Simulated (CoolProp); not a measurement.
A Linde-Hampson liquefier for oxygen: isothermal reversible compression at 250 K from 1 atm to 25 MPa, throttling to 1 atm, return gas leaving the recuperator 0 K below the feed. Each further row changes one setting.

Computed with CoolProp (reference Helmholtz-energy equation of state, Schmidt 1985).

| case | liquid yield per pass | compression work (kJ/kg of gas) |
|---|---|---|
| as stated | 0.204 | 341 |
| high pressure 50 MPa | ___ | 385 |
| warm-end temperature 280 K | ___ | ___ |
| warm-end gap 5 K | ___ | 341 |

**Question.** What belongs in the gaps?

**Answer.** 
- high pressure 50 MPa, liquid yield per pass: 0.248
- warm-end temperature 280 K, liquid yield per pass: 0.150
- warm-end temperature 280 K, compression work (kJ/kg of gas): 390
- warm-end gap 5 K, liquid yield per pass: 0.194
